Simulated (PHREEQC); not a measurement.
PHREEQC input (ion-association model, wateq4f.dat):

```
SOLUTION_SPECIES
  2 NO3- + 12 H+ + 10 e- = N2 + 6 H2O  # shut off: nitrate stays nitrate
    -log_k -100
    -delta_h 0
    -analytic -100
SOLUTION 1
  temp 25
  units mol/kgw
  pH 7 charge
  N(5) 0.0073
  Si 2.1e-06
SOLUTION 2
  temp 25
  units mol/kgw
  pH 7 charge
  Cl 0.2538
  Zn 0.0019
  K 0.25
END
SELECTED_OUTPUT 1
  -reset false
  -pH true
  -pe true
  -ionic_strength true
  -water true
  -totals Cl K N Si Zn N(5) N(3) N(0) N(-3)
  -molalities H+ Cl- K+ NO3- H4SiO4 Zn+2 H3SiO4- H2SiO4-2 NH3 O2
    NH4+ OH- ZnCl+ ZnCl2 ZnCl3- ZnCl4-2 ZnOH+ Zn(OH)2 Zn(OH)3- Zn(OH)4-2
    ZnOHCl NO2-
  -equilibrium_phases Zn(OH)2-e Zn5(OH)8Cl2 Quartz Willemite
PRINT
  -reset false
MIX 1
  1 1
  2 0
EQUILIBRIUM_PHASES 1
  Zn(OH)2-e 0 0
  Zn5(OH)8Cl2 0 0
  Quartz 0 0
  Willemite 0 0
  O2(g) -0.68 10
END
# ... the last block is repeated for the other 10 points of share of solution B
```

Selected output (columns that matter, 11 of 11 rows; share of solution B added in front):

```
share of solution B	pH	mu	Cl	K	N	Si	Zn	m_H+	m_Cl-	m_K+	m_NO3-	m_H4SiO4	m_Zn+2	m_OH-
0	2.1715	0.0073	0	0	0.0073	2.1e-06	0	0.0073	0	0	0.0073	2.1e-06	0	1.6274e-12
0.1	2.2422	0.032126	0.02538	0.025	0.00657	1.89e-06	0.00019	0.00657	0.025373	0.025	0.00657	1.89e-06	0.00018318	2.0796e-12
0.2	2.3049	0.056932	0.05076	0.05	0.00584	1.68e-06	0.00038	0.00584	0.050736	0.05	0.00584	1.68e-06	0.00035657	2.5123e-12
0.3	2.3706	0.081723	0.07614	0.075	0.00511	1.47e-06	0.00057	0.00511	0.07609	0.075	0.00511	1.47e-06	0.00052258	3.0172e-12
0.4	2.4432	0.1065	0.10152	0.1	0.00438	1.26e-06	0.00076	0.00438	0.10144	0.1	0.00438	1.26e-06	0.00068228	3.6574e-12
0.5	2.5269	0.13126	0.1269	0.125	0.00365	1.05e-06	0.00095	0.00365	0.12678	0.125	0.00365	1.05e-06	0.00083632	4.5281e-12
0.6	2.6275	0.15602	0.15228	0.15	0.00292	8.4e-07	0.00114	0.00292	0.15211	0.15	0.00292	8.4e-07	0.00098511	5.8112e-12
0.7	2.7556	0.18076	0.17766	0.175	0.00219	6.3e-07	0.00133	0.00219	0.17743	0.175	0.00219	6.3e-07	0.0011289	7.9267e-12
0.8	2.9344	0.20549	0.20304	0.2	0.00146	4.2e-07	0.00152	0.00146	0.20275	0.2	0.00146	4.2e-07	0.001268	1.2131e-11
0.9	3.2379	0.23021	0.22842	0.225	0.00073	2.1e-07	0.00171	0.00073	0.22806	0.225	0.00073	2.1e-07	0.0014025	2.4698e-11
1	5.7961	0.25491	0.2538	0.25	0	0	0.0019	2.0286e-06	0.25336	0.25	0	0	0.0015309	9.0317e-09
```

Complexes and solids missing from the database can't appear.
